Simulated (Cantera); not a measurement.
Charge: 1 mol Si, 1.1 mol Cl2, 2.1 mol H2, at 1098 K and 1900000 Pa.

These are equilibrium values from Cantera (NASA tables, ideal gas, pure condensed phases), not measurements of a reactor. Candidate condensed phases: Si; 19 gas species. The tables' values for SiCl3 are old estimates; treat these amounts as uncertain. Equilibrium is a limit: real reactors are often held back by kinetics, nucleation or transport.

Base state: H2 0.741, SiCl4 0.117, SiHCl3 0.115, SiH2Cl2 0.0134, HCl 0.0110, SiCl3 0.00167, SiH3Cl 0.000414, SiCl2 0.000334 (mole fractions); condensed: Si(s).

Question: What changes in the equilibrium state with this change: 0.54 mol O2 added?

Answer: 
```json
[
 {"species": "H2", "before": "0.741", "after": "0.689"},
 {"species": "SiCl4", "before": "0.117", "after": "0.157"},
 {"species": "HCl", "before": "0.0110", "after": "0.143"},
 {"species": "SiHCl3", "before": "0.115", "after": "0.0110"},
 {"species": "SiH2Cl2", "before": "0.0134", "after": "9.26e-5"},
 {"species": "SiH3Cl", "before": "0.000414", "after": "2.06e-7"},
 {"species": "SiCl2", "before": "0.000334", "after": "2.49e-6"},
 {"species": "SiCl3", "before": "0.00167", "after": "0.000166"},
 {"species": "Si(s), mol", "before": "0.364", "after": "0"},
 {"species": "SiO2(β-quartz), mol", "before": "0", "after": "0.540"}
]
```
Further candidate phases: H2O, SiO2.

Question: What changes in the equilibrium state with this change: pressure from 1900000 Pa to 55000 Pa?

Answer: 
```
species       before    after
----------  --------  -------
H2             0.741    0.751
SiCl4          0.117    0.152
SiHCl3         0.115   0.0578
HCl           0.0110   0.0288
SiH2Cl2       0.0134  0.00263
SiH3Cl      0.000414  3.16e-5
SiCl2       0.000334  0.00224
SiCl3        0.00167  0.00492
Si(s), mol     0.364    0.421
```
